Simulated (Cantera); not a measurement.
An isothermal, constant-pressure homogeneous reactor starts with H2 : O2 : N2 = 0.023 : 1 : 0.63 (molar parts), equivalence ratio 0.011, at 925 K and 0.0133 bar.

Model: the H2/O2 subset of GRI-Mech 3.0, which has no nitrogen chemistry, integrated in Cantera. Radical loss at walls, strong at low pressure, is not modelled. Below about 950 K walls govern HO2 and H2O2 in real vessels.

x: mole fraction; the columns are a selection and need not sum to one.

| t (s) | x H2 | x O2 | x HO2 | x H | x H2O2 |
|---|---|---|---|---|---|
| 0.000200 | 0.0139 | 0.605 | 1.79e-12 | 1.42e-12 | <1e-12 |
| 0.000570 | 0.0139 | 0.605 | 5.14e-12 | 3.36e-12 | <1e-12 |
| 0.00162 | 0.0139 | 0.605 | 1.51e-11 | 1.04e-11 | <1e-12 |
| 0.00462 | 0.0139 | 0.605 | 5.29e-11 | 1.08e-10 | <1e-12 |
| 0.0132 | 0.0139 | 0.605 | [?] | [?] | <1e-12 |
| 0.0375 | 0.00177 | 0.599 | 4.43e-6 | 0.00229 | 1.06e-7 |
| 0.107 | 6.31e-5 | 0.601 | 1.96e-6 | 0.000109 | 2.83e-8 |
| 0.304 | 8.10e-6 | 0.602 | 7.38e-7 | 5.89e-6 | 1.88e-8 |
| 0.866 | 1.10e-6 | 0.602 | 2.24e-7 | 3.11e-7 | 1.20e-8 |
| 2.47 | 1.41e-7 | 0.602 | 5.46e-8 | 1.82e-8 | 5.95e-9 |
| 7.02 | [?] | 0.602 | [?] | [?] | [?] |
| 20.0 | 2.84e-9 | 0.602 | 3.21e-9 | 1.56e-10 | 9.00e-10 |

### Question
Fill in the missing entries.

### Answer

- 0.0132, x HO2: 6.73e-9
- 0.0132, x H: 5.49e-8
- 7.02, x H2: 1.80e-8
- 7.02, x HO2: 1.26e-8
- 7.02, x H: 1.43e-9
- 7.02, x H2O2: 2.42e-9
